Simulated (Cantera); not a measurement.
A Cantera script and its output.

```python
import numpy as np
import cantera as ct

gas = ct.Solution("gri30.yaml")
gas.TPX = 1675, 9800, {'CH4': 0.034, 'H2': 1, 'N2': 0.00011, 'H2O': 0.01}
reactor = ct.IdealGasConstPressureReactor(gas, energy="off", clone=False)
net = ct.ReactorNet([reactor])
net.rtol, net.atol = 1e-08, 1e-18
show = ['CH4', 'H2', 'C2H', 'C2H6', 'H']
times = np.geomspace(6e-05, 9, 10)

steps = ct.SolutionArray(gas, extra=["t"])
rows = []
print(f"{'t/s':>10s}{'T/K':>9s}{'P/Pa':>11s}" + "".join(f"{s:>11s}" for s in show))
for t in times:
    while net.time < t:
        t_next = net.step()
        steps.append(gas.state, t=t_next)
    rows.append([np.interp(t, steps.t, y) for y in (steps.T, steps.P, *steps(*show).X.T)])
    print(f"{t:10.3e}{rows[-1][0]:9.1f}{rows[-1][1]:11.4g}" + "".join(f"{x:11.3e}" for x in rows[-1][2:]))
rate = np.gradient(steps.T, steps.t)
print("integrator steps:", len(steps.t))
if steps.T.max() > steps.T[0] + 200:
    print(f"time of steepest temperature rise: {steps.t[rate.argmax()]:.4e} s")
gas.TPX = 1675, 9800, {'CH4': 0.034, 'H2': 1, 'N2': 0.00011, 'H2O': 0.01}
gas.equilibrate("TP")
print(f"equilibrium (TP): T = {gas.T:.1f} K  " + "  ".join(f"{s} {gas[s].X[0]:.3e}" for s in show))
```

It prints:

```
       t/s      T/K       P/Pa        CH4         H2        C2H       C2H6          H
 6.000e-05   1675.0       9800  3.256e-02  9.578e-01  3.808e-22  3.594e-11  3.067e-06
 2.256e-04   1675.0       9800  3.256e-02  9.577e-01  3.651e-19  1.672e-09  1.162e-05
 8.480e-04   1675.0       9800  3.253e-02  9.577e-01  4.039e-16  5.764e-08  4.353e-05
 3.188e-03   1675.0       9800  3.244e-02  9.576e-01  5.772e-13  8.944e-07  1.531e-04
 1.198e-02   1675.0       9800  3.204e-02  9.576e-01  1.558e-10  3.033e-06  3.176e-04
 4.506e-02   1675.0       9800  3.049e-02  9.584e-01  1.437e-09  2.941e-06  3.324e-04
 1.694e-01   1675.0       9800  2.574e-02  9.609e-01  5.467e-09  2.134e-06  3.373e-04
 6.368e-01   1675.0       9800  1.605e-02  9.661e-01  1.396e-08  8.664e-07  3.485e-04
 2.394e+00   1675.0       9800  6.680e-03  9.712e-01  2.244e-08  1.634e-07  3.613e-04
 9.000e+00   1675.0       9800  2.902e-03  9.739e-01  2.484e-08  3.834e-08  3.677e-04
integrator steps: 803
equilibrium (TP): T = 1675.0 K  CH4 1.498e-03  H2 9.785e-01  C2H 1.893e-08  C2H6 1.439e-08  H 3.695e-04
```

Cantera simulation using GRI-Mech 3.0 (53 species, 325 reactions); the numbers are that mechanism's predictions, not measurements. GRI-Mech 3.0 stops at C3 and has no aromatics, soot or wall deposition, so with more carbon than oxygen in the feed, carbon stays in small species such as C2H2 where larger ones or solid carbon would form.
